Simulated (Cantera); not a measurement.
Ti + CO₂ + CO (metals in furnace atmospheres)

Charge: 1 mol Ti, 9.1 mol CO₂, 2.3 mol CO, held at 650 K.

Cantera equilibrium calculation (NASA polynomials, part measured and part estimated; ideal gas, pure solids and liquids). Candidate condensed phases: C, Ti, TiC, TiO, TiO₂, Ti₂O₃, Ti₃O₅, Ti₄O₇; 15 gas species. Kinetics and transport are ignored.

```
P (Pa)   x CO₂      x CO  n TiO₂(rutile)  n C(graphite)
-------  -----  --------  --------------  -------------
10       0.623     0.377            1.00              0
120      0.865     0.135            1.00           1.48
1600     0.961    0.0389            1.00           1.97
19000    0.989    0.0114            1.00           2.10
240000   0.997   0.00323            1.00           2.14
3000000  0.999  0.000915            1.00           2.15
```
x: gas mole fraction; n: condensed amount in mol.

At 0.000100 bar the condensed part is TiO₂(rutile). From 0.00120 bar to 30.0 bar the condensed part is C(graphite) + TiO₂(rutile).
